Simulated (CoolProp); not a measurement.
CH3F (R41) at several states: Z from the reference equation and from simpler models built on Tc = 44.1 °C, pc = 5.906 MPa, ω = 0.200; each cubic takes its own stable root.

Computed with CoolProp (reference Helmholtz-energy equation of state, Lemmon 2006). It is a short technical equation, of lower accuracy than the large ones.

```csv
T (°C),p (MPa),phase,reference,van der Waals,Redlich-Kwong,Soave-Redlich-Kwong,Peng-Robinson
70.05,0.18,gas,0.9907,0.9925,0.9917,0.9920,0.9909
90.55,1.75,gas,0.9241,?,?,0.9347,0.9253
-16.65,0.477,gas,0.9311,0.9588,0.9478,?,?
58.95,6.59,supercritical,0.4936,?,0.5229,0.5465,0.5171
-11.25,0.224,gas,?,0.9820,?,0.9762,0.9745
-34.05,2.01,liquid,0.04396,?,0.05772,0.05582,0.04926
```

Question: What belongs in the gaps?

Answer: 
- 90.55, van der Waals: 0.9340
- 90.55, Redlich-Kwong: 0.9302
- -16.65, Soave-Redlich-Kwong: 0.9447
- -16.65, Peng-Robinson: 0.9410
- 58.95, van der Waals: 0.5143
- -11.25, reference: 0.9708
- -11.25, Redlich-Kwong: 0.9774
- -34.05, van der Waals: 0.08294
